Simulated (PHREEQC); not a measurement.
Make-up at 25 °C: 0.013 mol NH4HF2, 0.014 mol H2SiF6 and 0.013 mol H2SO4 per kg of water. Closed to the air; pH follows from the charge balance.

Equilibrium calculation in PHREEQC: ion-association model, phreeqc.dat.

```
quantity                    before     after
------------------------  --------  --------
pH                            1.54      2.42
ionic strength (mol/kgw)    0.0660    0.0401
HF (mol/kgw)                0.0251    0.0316
F- (mol/kgw)              0.000744   0.00673
HF2- (mol/kgw)             7.16e-5  0.000816
NH3 (mol/kgw)             1.92e-10   1.48e-9
```

Q: Name the change that produced these shifts.
A) H2SO4 left out
B) H2SiF6 replaced by NaF at the same molality
C) H2SO4 replaced by NH4HSO4 at the same molality
D) diluted 2-fold with water

A: B, H2SiF6 replaced by NaF at the same molality

Precipitation was switched off in this run. SiF6-2 is the database's only silicon fluoride.
